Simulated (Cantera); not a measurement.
An isothermal, constant-pressure homogeneous reactor starts with 44.1 % H2, 36.8 % O2, 19.1 % N2, equivalence ratio 0.60, at 1173 K and 0.210 bar.

Detailed kinetics in Cantera: the H2/O2 subset of GRI-Mech 3.0, which has no nitrogen chemistry. The temperature is held fixed by assumption; the heat of reaction is taken as removed at once.

x: mole fraction; the columns are a selection and need not sum to one.

| t (s) | x H2 | x O2 | x HO2 | x OH | x H2O2 | x H | x H2O |
|---|---|---|---|---|---|---|---|
| 0.000600 | 0.00195 | 0.189 | (withheld) | 0.00117 | 6.78e-6 | 0.000208 | 0.562 |
| 0.00165 | 0.000259 | 0.189 | (withheld) | 0.000394 | 2.06e-6 | 8.70e-6 | 0.565 |
| 0.00452 | 3.11e-5 | 0.189 | (withheld) | 0.000171 | 6.21e-7 | 5.41e-7 | 0.566 |
| 0.0124 | 3.77e-6 | 0.189 | (withheld) | 8.24e-5 | 1.93e-7 | 4.72e-8 | 0.566 |
| 0.0341 | 7.23e-7 | 0.189 | (withheld) | 4.38e-5 | 6.42e-8 | 6.48e-9 | 0.566 |
| 0.0935 | 2.07e-7 | 0.189 | (withheld) | 2.49e-5 | 2.28e-8 | 1.18e-9 | 0.566 |
| 0.257 | 7.06e-8 | 0.189 | (withheld) | 1.48e-5 | 8.54e-9 | 2.53e-10 | 0.566 |
| 0.705 | 3.04e-8 | 0.189 | 1.41e-8 | 9.39e-6 | 3.60e-9 | 7.18e-11 | 0.566 |
| 1.93 | 2.12e-8 | 0.189 | 1.45e-8 | 7.29e-6 | 2.24e-9 | 3.96e-11 | 0.566 |
| 5.31 | 2.05e-8 | 0.189 | 1.47e-8 | 7.06e-6 | 2.11e-9 | 3.71e-11 | 0.566 |
| 14.6 | 2.05e-8 | 0.189 | 1.47e-8 | 7.06e-6 | 2.11e-9 | 3.71e-11 | 0.566 |
| 40.0 | 2.05e-8 | 0.189 | 1.47e-8 | 7.06e-6 | 2.11e-9 | 3.71e-11 | 0.566 |

What belongs in the gaps?


- 0.000600, x HO2: 5.16e-5
- 0.00165, x HO2: 1.20e-5
- 0.00452, x HO2: 2.09e-6
- 0.0124, x HO2: 4.10e-7
- 0.0341, x HO2: 1.11e-7
- 0.0935, x HO2: 3.81e-8
- 0.257, x HO2: 1.81e-8
